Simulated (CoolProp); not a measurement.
Cyclopentane at several states: density (kg/m³) from the reference equation and from simpler models built on Tc = 238.6 °C, pc = 4.583 MPa, ω = 0.202; each cubic takes its own stable root.

Model: reference Helmholtz-energy equation of state, Gedanitz 2015, in CoolProp.

```json
[
 {"T (°C)": "-3.95", "p (MPa)": "0.649", "phase": "liquid", "reference": "768.8", "van der Waals": "488.8", "Redlich-Kwong": "724.0", "Soave-Redlich-Kwong": "735.3", "Peng-Robinson": "828.0"},
 {"T (°C)": "45.35", "p (MPa)": "0.0286", "phase": "gas", "reference": "0.7651", "van der Waals": "0.7617", "Redlich-Kwong": "0.7635", "Soave-Redlich-Kwong": "0.7640", "Peng-Robinson": "0.7642"},
 {"T (°C)": "246.45", "p (MPa)": "2.25", "phase": "gas", "reference": "44.90", "van der Waals": "43.59", "Redlich-Kwong": "44.58", "Soave-Redlich-Kwong": "44.51", "Peng-Robinson": "45.47"},
 {"T (°C)": "19.35", "p (MPa)": "0.0115", "phase": "gas", "reference": "0.3334", "van der Waals": "0.3325", "Redlich-Kwong": "0.3330", "Soave-Redlich-Kwong": "0.3331", "Peng-Robinson": "0.3331"},
 {"T (°C)": "115.65", "p (MPa)": "0.688", "phase": "liquid", "reference": "640.5", "van der Waals": "16.46", "Redlich-Kwong": "17.01", "Soave-Redlich-Kwong": "603.4", "Peng-Robinson": "684.3"},
 {"T (°C)": "237.65", "p (MPa)": "7.37", "phase": "liquid", "reference": "467.9", "van der Waals": "333.3", "Redlich-Kwong": "406.1", "Soave-Redlich-Kwong": "406.5", "Peng-Robinson": "451.4"}
]
```

At some of these states van der Waals, Redlich-Kwong gives the other phase, because its saturation line lies elsewhere.
